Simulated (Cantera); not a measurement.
Feed: 1 mol MgCO3, 0.47 mol H2, 6.6 mol CO2, held at 1548 K and 9.60 mbar.

Cantera equilibrium calculation (NASA polynomials, part measured and part estimated; ideal gas, pure solids and liquids). Candidate condensed phases: C, C6H6, C7H8, C8H18, H2O, Mg, MgCO3, MgO, Mg(OH)2; 116 gas species. The numbers say what is thermodynamically allowed, not how fast it happens.

Base state: CO2 0.885, CO 0.0569, H2O 0.0569, H2 0.00131, OH 1.65e-5, H 1.14e-5 (mole fractions); condensed: MgO(s).

Q: What changes in the equilibrium state with this change: temperature from 1548 K to 2123.15 K?

A: 
```
species       before     after
-----------  -------  --------
CO2            0.885     0.761
CO            0.0569     0.137
H2O           0.0569    0.0503
O2           2.43e-6    0.0391
Mg           8.03e-9  0.000297
O            1.21e-7   0.00329
MgO            <1e-9   2.10e-5
MgOH         2.32e-9   1.79e-5
OH           1.65e-5   0.00537
MgO(s), mol     1.00     0.997
```
